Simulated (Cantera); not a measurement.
Input (Python, Cantera):

```python
import numpy as np
import cantera as ct

gas = ct.Solution("gri30.yaml")
gas.TPX = 2048, 88000, {'NO': 0.12, 'N2': 0.29}
reactor = ct.IdealGasConstPressureReactor(gas, energy="off", clone=False)
net = ct.ReactorNet([reactor])
net.rtol, net.atol = 1e-08, 1e-18
show = ['NO', 'O', 'N2O', 'N2', 'O2', 'NO2']
times = np.geomspace(5e-05, 100, 9)

steps = ct.SolutionArray(gas, extra=["t"])
rows = []
print(f"{'t/s':>10s}{'T/K':>9s}{'P/Pa':>11s}" + "".join(f"{s:>11s}" for s in show))
for t in times:
    while net.time < t:
        t_next = net.step()
        steps.append(gas.state, t=t_next)
    rows.append([np.interp(t, steps.t, y) for y in (steps.T, steps.P, *steps(*show).X.T)])
    print(f"{t:10.3e}{rows[-1][0]:9.1f}{rows[-1][1]:11.4g}" + "".join(f"{x:11.3e}" for x in rows[-1][2:]))
rate = np.gradient(steps.T, steps.t)
print("integrator steps:", len(steps.t))
if steps.T.max() > steps.T[0] + 200:
    print(f"time of steepest temperature rise: {steps.t[rate.argmax()]:.4e} s")
gas.TPX = 2048, 88000, {'NO': 0.12, 'N2': 0.29}
gas.equilibrate("TP")
print(f"equilibrium (TP): T = {gas.T:.1f} K  " + "  ".join(f"{s} {gas[s].X[0]:.3e}" for s in show))
```

It prints:

```
       t/s      T/K       P/Pa         NO          O        N2O         N2         O2        NO2
 5.000e-05   2048.0    8.8e+04  2.927e-01  4.878e-06  5.732e-06  7.073e-01  6.593e-08  1.691e-06
 3.066e-04   2048.0    8.8e+04  2.926e-01  2.739e-05  2.503e-05  7.073e-01  3.232e-06  2.061e-05
 1.880e-03   2048.0    8.8e+04  2.921e-01  8.118e-05  4.147e-05  7.076e-01  1.863e-04  6.893e-05
 1.153e-02   2048.0    8.8e+04  2.889e-01  9.129e-05  4.058e-05  7.091e-01  1.735e-03  7.752e-05
 7.071e-02   2048.0    8.8e+04  2.696e-01  1.351e-04  3.486e-05  7.188e-01  1.135e-02  1.102e-04
 4.336e-01   2048.0    8.8e+04  1.694e-01  2.629e-04  1.339e-05  7.688e-01  6.136e-02  1.392e-04
 2.659e+00   2048.0    8.8e+04  1.985e-02  3.800e-04  5.473e-07  8.436e-01  1.362e-01  2.389e-05
 1.631e+01   2048.0    8.8e+04  7.479e-03  3.880e-04  4.082e-07  8.498e-01  1.424e-01  9.197e-06
 1.000e+02   2048.0    8.8e+04  7.479e-03  3.880e-04  4.082e-07  8.498e-01  1.424e-01  9.196e-06
integrator steps: 1090
equilibrium (TP): T = 2048.0 K  NO 7.479e-03  O 3.880e-04  N2O 4.082e-07  N2 8.498e-01  O2 1.424e-01  NO2 9.196e-06
```

Computed with Cantera and GRI-Mech 3.0 (53 species, 325 reactions).
